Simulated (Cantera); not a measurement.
A perfectly stirred reactor is fed with CH4 : H2O : H2 = 1 : 0.7 : 0.37 (molar parts), at 7.30 bar; it is held at 1675 K, and followed from long to short residence time.

Model: GRI-Mech 3.0 (53 species, 325 reactions), integrated in Cantera. GRI-Mech 3.0 stops at C3 and has no aromatics, soot or wall deposition, so with more carbon than oxygen in the feed, carbon stays in small species such as C2H2 where larger ones or solid carbon would form.

Predict: x(CH4) at τ = 5.10 s; x(H2O) at τ = 5.10 s; x(H2) at τ = 5.10 s; x(C2H) at τ = 5.10 s; x(CH4) at τ = 76.0 ms; x(H2O) at τ = 76.0 ms; x(H2) at τ = 76.0 ms; x(C2H) at τ = 76.0 ms.


- x(CH4) at τ = 5.10 s: 0.0936
- x(H2O) at τ = 5.10 s: 0.0543
- x(H2) at τ = 5.10 s: 0.667
- x(C2H) at τ = 5.10 s: 5.73e-9
- x(CH4) at τ = 76.0 ms: 0.153
- x(H2O) at τ = 76.0 ms: 0.224
- x(H2) at τ = 76.0 ms: 0.499
- x(C2H) at τ = 76.0 ms: 2.18e-8
